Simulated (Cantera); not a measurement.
Hydrocarbon pyrolysis for carbon deposition

An isothermal, constant-pressure homogeneous reactor starts with 1.43 % C₃H₈, 98.6 % H₂, at 1925 K and 0.00118 atm.

Cantera simulation using GRI-Mech 3.0 (53 species, 325 reactions); the numbers are that mechanism's predictions, not measurements. GRI-Mech 3.0 was tuned for natural gas; its chemistry of propane as a main component is partial and can be far from experiment. GRI-Mech 3.0 stops at C3 and has no aromatics, soot or wall deposition, so with more carbon than oxygen in the feed, carbon stays in small species such as C2H2 where larger ones or solid carbon would form. Radical loss at walls, strong at low pressure, is not modelled.

| t (s) | x C₃H₈ | x H₂ | x C₂H | x C₂H₆ | x C₂H₄ | x H |
|---|---|---|---|---|---|---|
| 2.00e-5 | 0.0138 | 0.985 | <1e-12 | 5.96e-6 | 2.77e-5 | 4.59e-5 |
| 0.000123 | 0.0114 | 0.982 | 1.65e-11 | 0.000153 | 0.000820 | 0.00107 |
| 0.000752 | 0.00149 | 0.962 | 7.19e-8 | 0.000344 | 0.00719 | 0.00827 |
| 0.00461 | 3.65e-10 | 0.958 | 1.23e-6 | 2.06e-6 | 0.00170 | 0.0103 |
| 0.0283 | 1.97e-10 | 0.961 | 1.43e-6 | 1.43e-6 | 0.000128 | 0.00875 |
| 0.173 | 4.02e-11 | 0.966 | 1.51e-6 | 5.14e-7 | 4.64e-5 | 0.00705 |
| 1.06 | 1.51e-12 | 0.970 | 2.09e-6 | 5.69e-8 | 6.29e-6 | 0.00766 |
| 6.52 | <1e-12 | 0.967 | 3.67e-6 | 5.74e-10 | 5.72e-7 | 0.0122 |
| 40.0 | <1e-12 | 0.958 | 6.72e-6 | 1.24e-12 | 2.90e-7 | 0.0221 |
x: mole fraction; the columns are a selection and need not sum to one.

Equilibrium at this temperature and pressure: C₃H₈ <1e-12, H₂ 0.953, C₂H 8.27e-6, C₂H₆ <1e-12, C₂H₄ 2.40e-7, H 0.0271 (gas phase only).
